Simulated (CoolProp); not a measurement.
Properties of carbonyl sulfide along the isotherm 400.7 K.

Computed with CoolProp (reference Helmholtz-energy equation of state, Lemmon 2006). It is a short technical equation, of lower accuracy than the large ones.

```tsv
p (MPa)	phase	density (kg/m³)	Joule-Thomson coefficient (K/MPa)
0.289	gas	5.279	10.02
0.579	gas	…	10.11
0.868	gas	16.29	…
1.16	gas	22.09	10.29
1.45	gas	…	10.38
1.74	gas	34.15	10.48
2.03	gas	40.48	…
2.32	gas	…	10.66
2.61	gas	53.84	…
2.89	gas	60.67	10.85
3.18	gas	…	…
```

Task: What belongs in the gaps?

Result: 
- 0.579, density (kg/m³): 10.72
- 0.868, Joule-Thomson coefficient (K/MPa): 10.20
- 1.45, density (kg/m³): 28.02
- 2.03, Joule-Thomson coefficient (K/MPa): 10.57
- 2.32, density (kg/m³): 47.04
- 2.61, Joule-Thomson coefficient (K/MPa): 10.76
- 3.18, density (kg/m³): 68.02
- 3.18, Joule-Thomson coefficient (K/MPa): 10.94
